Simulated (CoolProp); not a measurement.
A closed Brayton cycle with carbon dioxide: compressor inlet 328.15 K and 8.4 MPa, high pressure 24.9 MPa, turbine inlet 935 K, compressor efficiency 0.89, turbine efficiency 0.9, recuperator effectiveness 0 (on enthalpy, no pinch check). Each further row changes one setting.

The numbers come from the reference Helmholtz-energy equation of state, Span 1996 in CoolProp.

```json
[
 {"case": "as stated", "thermal efficiency (%)": "15.7", "net work (kJ/kg)": "106", "compressor to turbine work": "0.35", "compressor exit (K)": "419.5", "turbine exit (K)": "795.1"},
 {"case": "turbine inlet 885 K", "thermal efficiency (%)": "15.8", "net work (kJ/kg)": "96.7", "compressor to turbine work": "0.37", "compressor exit (K)": "419.5", "turbine exit (K)": "749.9"},
 {"case": "compressor inlet 338.15 K", "thermal efficiency (%)": "15.4", "net work (kJ/kg)": "99.8", "compressor to turbine work": "0.39", "compressor exit (K)": "435.5", "turbine exit (K)": "795.1"},
 {"case": "high pressure 21.2 MPa", "thermal efficiency (%)": "13.6", "net work (kJ/kg)": "93.8", "compressor to turbine work": "0.33", "compressor exit (K)": "405.7", "turbine exit (K)": "815.1"},
 {"case": "recuperator effectiveness 0.5", "thermal efficiency (%)": "23.2", "net work (kJ/kg)": "106", "compressor to turbine work": "0.35", "compressor exit (K)": "419.5", "turbine exit (K)": "795.1"}
]
```
